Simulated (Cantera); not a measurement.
# Dilute partial oxidation

An isothermal, constant-pressure homogeneous reactor starts with 0.229 % CH3OH, 0.407 % O2, 99.4 % N2, at 1175 K and 8250 Torr.

Computed with Cantera and GRI-Mech 3.0 (53 species, 325 reactions). GRI-Mech 3.0 was tuned for natural gas; its chemistry of methanol as a main component is partial and can be far from experiment.

```tsv
t (s)	x CH3OH	x O2	x CO	x OH	x N2O	x H2O2
5.00e-6	0.00229	0.00407	1.74e-10	8.08e-11	<1e-12	<1e-12
3.50e-5	0.00229	0.00407	1.28e-9	8.20e-11	<1e-12	<1e-12
0.000245	0.00229	0.00407	9.06e-9	8.90e-11	<1e-12	6.13e-11
0.00171	0.00228	0.00407	6.88e-8	2.57e-10	4.55e-11	5.90e-9
0.0120	3.43e-5	0.00263	0.00207	5.54e-7	1.93e-8	1.42e-6
0.0836	1.74e-12	0.00111	0.000905	2.32e-7	4.66e-7	2.59e-8
0.585	<1e-12	0.000675	5.78e-5	1.33e-7	5.97e-7	8.87e-10
4.09	<1e-12	0.000645	8.10e-10	8.77e-8	1.70e-8	1.64e-11
28.6	<1e-12	0.000645	2.61e-10	5.86e-8	2.67e-9	7.33e-12
200	<1e-12	0.000645	2.61e-10	5.86e-8	2.67e-9	7.33e-12
```
x: mole fraction; the columns are a selection and need not sum to one.

Equilibrium at this temperature and pressure: CH3OH <1e-12, O2 0.000640, CO 2.62e-10, OH 5.85e-8, N2O 2.66e-9, H2O2 7.30e-12 (gas phase only).
